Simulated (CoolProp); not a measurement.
A single-stage vapour-compression cycle with ethane: evaporating at 248.15 K (dew point), condensing at 296.15 K (bubble point), superheat 5 K, subcooling 8 K, compressor efficiency 0.9, no pressure losses. Each further row changes one setting.

The numbers come from the reference Helmholtz-energy equation of state, Bücker 2006 in CoolProp.

| case | cooling COP | pressure ratio | discharge temperature (K) | refrigerating effect (kJ/kg) | volumetric capacity (kJ/m³) |
|---|---|---|---|---|---|
| as stated | 3.19 | 3.26 | 325.5 | 255 | 5470 |
| evaporating temperature 253.15 K | 3.72 | 2.83 | 322.7 | 258 | 6400 |
| condensing temperature 291.15 K | 3.79 | 2.92 | 318.3 | 273 | 5870 |
| subcooling 13 K | 3.45 | 3.26 | 325.5 | 275 | 5910 |
| superheat 15 K | 3.21 | 3.26 | 335.3 | 275 | 5510 |
| compressor efficiency 0.8 | 2.84 | 3.26 | 329.1 | 255 | 5470 |
